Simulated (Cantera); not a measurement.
## Premixed flame

A freely propagating, adiabatic, planar premixed flame of H₂ : O₂ : N₂ = 1 : 0.333 : 1.23 (molar parts), equivalence ratio 1.5, unburnt at 525 K and 1.00 bar; mixture-averaged transport, grid criteria slope 0.08 and curve 0.16, no radiation.

Detailed kinetics in Cantera: the H2/O2 subset of GRI-Mech 3.0, which has no nitrogen chemistry. Burning velocities carry a grid error of a few per cent, more on coarse grids.

| z (mm) | T (K) | u (m/s) | x H₂ | x O₂ | x HO₂ | x H₂O | x H₂O₂ | x OH |
|---|---|---|---|---|---|---|---|---|
| -1.28 | 525 | 7.27 | 0.390 | 0.130 | <1e-8 | <1e-8 | <1e-8 | <1e-8 |
| -0.855 | 525 | 7.27 | 0.390 | 0.130 | <1e-8 | <1e-8 | <1e-8 | <1e-8 |
| -0.642 | 525 | 7.27 | 0.390 | 0.130 | <1e-8 | <1e-8 | <1e-8 | <1e-8 |
| -0.428 | 525 | 7.27 | 0.390 | 0.130 | 1.34e-7 | 4.21e-8 | <1e-8 | <1e-8 |
| -0.214 | 540 | 7.44 | 0.387 | 0.130 | 0.000225 | 0.000484 | 3.80e-6 | 4.52e-5 |
| -0.107 | 777 | 10.5 | 0.353 | 0.124 | 0.000204 | 0.0199 | 2.12e-5 | 0.000870 |
| 0 | 1232 | 16.1 | 0.241 | 0.0831 | 7.81e-5 | 0.110 | 3.50e-6 | 0.00315 |
| 0.107 | 1539 | 19.8 | 0.142 | 0.0247 | 2.21e-5 | 0.218 | 1.97e-6 | 0.00743 |
| 0.214 | 1675 | 21.4 | 0.120 | 0.00875 | 7.40e-6 | 0.249 | 1.27e-6 | 0.00936 |
| 0.428 | 1812 | 23.0 | 0.122 | 0.00486 | 3.79e-6 | 0.259 | 7.31e-7 | 0.0107 |
| 0.855 | 1954 | 24.5 | 0.128 | 0.00343 | 2.46e-6 | 0.266 | 3.91e-7 | 0.0111 |
| 1.71 | 2094 | 26.0 | 0.133 | 0.00214 | 1.49e-6 | 0.273 | 2.09e-7 | 0.0104 |
| 3.42 | 2214 | 27.2 | 0.137 | 0.00115 | 8.33e-7 | 0.281 | 1.17e-7 | 0.00869 |
x: mole fraction of selected species; z is measured from the peak of heat release.

* **laminar burning velocity**: 727 cm/s
* **thermal thickness**: 0.428 mm
* **peak x(HO₂)**: 0.000341
* **peak x(H₂O₂)**: 2.26e-5
* **peak x(OH)**: 0.0111
* **grid points**: 139
